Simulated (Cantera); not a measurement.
# Silicon epitaxy and polysilicon growth: SiH2Cl2 + HCl + N2

Feed: 1 mol SiH2Cl2, 0.05 mol HCl, 6.2 mol N2, at 0.133 bar.

Cantera equilibrium calculation (NASA polynomials, part measured and part estimated; ideal gas, pure solids and liquids). Candidate condensed phases: NH4Cl, Si, Si3N4; 28 gas species. N2 is the only nitrogen source here; it is nearly inert below about 1500 K, so the nitride shown seldom forms there in practice. The tables' values for SiCl3 are old estimates; treat these amounts as uncertain. The numbers say what is thermodynamically allowed, not how fast it happens.

From 1075 K to 1400 K the condensed part is Si3N4(s). The main Si-bearing gas is SiCl4 throughout.

```tsv
T (K)	log p N2	log p HCl	log p H2	log p SiCl4	log p SiCl3	log p SiCl2	log p SiHCl3	log p Cl	n Si3N4(s)
1075	-1.00	-1.67	-2.12	-2.42	-5.09	-6.55	-4.78	-8.49	0.262
1100	-1.00	-1.67	-2.13	-2.43	-4.91	-6.25	-4.72	-8.24	0.263
1125	-1.00	-1.66	-2.13	-2.44	-4.74	-5.95	-4.67	-8.00	0.264
1150	-1.00	-1.66	-2.14	-2.44	-4.58	-5.67	-4.62	-7.77	0.265
1175	-1.00	-1.66	-2.14	-2.45	-4.42	-5.41	-4.57	-7.56	0.266
1200	-1.00	-1.65	-2.15	-2.46	-4.28	-5.15	-4.52	-7.35	0.266
1225	-1.00	-1.65	-2.15	-2.47	-4.13	-4.91	-4.47	-7.15	0.267
1250	-1.00	-1.65	-2.16	-2.47	-4.00	-4.67	-4.43	-6.95	0.267
1275	-1.00	-1.65	-2.16	-2.48	-3.87	-4.45	-4.39	-6.77	0.267
1300	-1.00	-1.64	-2.17	-2.49	-3.75	-4.23	-4.36	-6.59	0.267
1325	-1.00	-1.64	-2.17	-2.50	-3.63	-4.03	-4.32	-6.42	0.267
1350	-1.00	-1.64	-2.17	-2.52	-3.52	-3.83	-4.29	-6.26	0.267
1375	-1.00	-1.64	-2.17	-2.53	-3.42	-3.65	-4.26	-6.10	0.266
1400	-1.00	-1.64	-2.18	-2.56	-3.33	-3.47	-4.24	-5.95	0.264
```
log p: log10 of the partial pressure in bar; n: condensed amount in mol.
